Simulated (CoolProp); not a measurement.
Vapour-liquid equilibrium of cis-2-butene (1) + ethanol (2) at 0.797 MPa; x and y are mole fractions of (1).

Model: multi-fluid Helmholtz-energy mixture model, Lemmon 2005 and Schroeder 2014; pair parameters Bell 2016, in CoolProp.

```csv
x,"bubble temperature, mixture model (K)","bubble temperature, Raoult's law (K)","y, mixture model","y, Raoult's law"
0.05,…,409.9,0.326,0.174
0.15,376.4,400.0,0.699,0.441
0.25,…,390.9,0.825,0.624
0.35,356.0,382.6,0.866,0.749
0.45,353.6,375.2,…,0.834
0.55,352.7,368.6,0.887,0.892
0.65,…,362.6,…,0.932
0.75,350.7,357.4,…,0.960
0.85,349.1,352.6,0.929,0.980
0.95,…,348.3,0.969,0.994
```

Question: Complete the blanks.

Answer: 
- 0.05, bubble temperature, mixture model (K): 401.0
- 0.25, bubble temperature, mixture model (K): 362.2
- 0.45, y, mixture model: 0.881
- 0.65, bubble temperature, mixture model (K): 351.9
- 0.65, y, mixture model: 0.894
- 0.75, y, mixture model: 0.906
- 0.95, bubble temperature, mixture model (K): 347.2

The largest gap from Raoult's law is -28.7 K in bubble temperature, at x = 0.25. No azeotrope shows between x = 0.05 and 0.95.

Pair parameters are fitted to limited data, so mixtures are less certain than the pure fluids. With so large a gap from Raoult's law the liquid may split in two, which this calculation doesn't test in full.
